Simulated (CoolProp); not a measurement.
Values from CoolProp's reference Helmholtz-energy equation of state, Setzmann 1991.

Q: Give the vapour pressure (MPa), vapour viscosity (µPa s), liquid conductivity (mW/(m K)) of saturated methane at -128.45, -104.05, -97.95 °C.

A: 
```tsv
T (°C)	p (MPa)	vapour viscosity (µPa s)	liquid conductivity (mW/(m K))
-128.45	0.811	5.63	137
-104.05	2.25	7.21	102
-97.95	2.80	7.90	92.9
```

Viscosity comes from a separate model (Quiñones-Cisneros 2006). Thermal conductivity comes from a separate model (Friend 1989).
